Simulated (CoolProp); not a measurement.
A single-stage vapour-compression cycle with the fluid: evaporating at 253.15 K (dew point), condensing at 292.15 K (bubble point), superheat 2 K, subcooling 2 K, compressor efficiency 0.9, no pressure losses. The same conditions are run with several fluids, on thermodynamics alone (safety and materials aside).

Computed with CoolProp (reference Helmholtz-energy equation of state of each fluid (n-perfluorobutane: Gao 2022; c-C4F8 (RC318): Platzer 1990; ethane: Bücker 2006; ammonia: Gao 2020; R123: Younglove 1994; fluoroethane (R161): Wu 2012)). The equations of Platzer and Polt are older, rougher fits.

```tsv
fluid	cooling COP	pressure ratio	discharge temperature (K)	refrigerating effect (kJ/kg)	volumetric capacity (kJ/m³)
n-perfluorobutane	4.39	4.75	292.1	64.0	340
c-C4F8 (RC318)	4.70	4.71	292.2	84.2	445
ethane	3.89	2.59	314.0	240	6100
ammonia	4.99	4.37	367.5	1160	1850
R123	5.20	6.06	302.9	154	134
fluoroethane (R161)	5.04	3.67	318.7	329	1680
```

The compression ends wet for: n-perfluorobutane; c-C4F8 (RC318).
